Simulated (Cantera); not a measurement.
Gas-phase reforming

A perfectly stirred reactor is fed with CH4 : CO2 : H2O = 1 : 2.7 : 0.021 (molar parts), at 0.132 atm; it is held at 1648 K, and followed from long to short residence time.

Computed with Cantera and GRI-Mech 3.0 (53 species, 325 reactions).

```
τ (s)     x CH4  x CO2      x O2     x OH   x HO2    x CH2      x H
------  -------  -----  --------  -------  ------  -------  -------
29      0.00613  0.153  5.67e-10  3.95e-6  <1e-12  3.34e-8  8.90e-5
5.6      0.0143  0.196  5.05e-10  4.60e-6  <1e-12  9.59e-8  7.62e-5
1.1      0.0315  0.290  4.63e-10  5.07e-6  <1e-12  2.15e-7  5.29e-5
0.20     0.0871  0.465  2.40e-10  3.24e-6  <1e-12  2.63e-7  3.39e-5
0.038     0.182  0.643  4.46e-11  1.13e-6  <1e-12  2.50e-7  2.31e-5
0.0073    0.246  0.713  3.50e-12  3.25e-7  <1e-12  2.31e-7  7.99e-6
0.0014    0.267  0.725    <1e-12  6.46e-8  <1e-12  6.06e-8  1.03e-6
```
x: mole fraction; the columns are a selection and need not sum to one.
